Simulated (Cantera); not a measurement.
# Ignition delay

Mixture: 7.19 % CH4, 23.2 % O2, 69.6 % N2, equivalence ratio 0.62, at 10.0 bar, adiabatic and at constant volume. Ignition delay is the time to a rise of 400 K.

Model: GRI-Mech 3.0 (53 species, 325 reactions), integrated in Cantera.

```
T0 (K)  delay (ms)
------  ----------
1448         0.198
1523        0.0990
1598        0.0523
1673        0.0291
1748        0.0171
```

The apparent activation energy between 1598 and 1748 K is 170 kJ/mol.
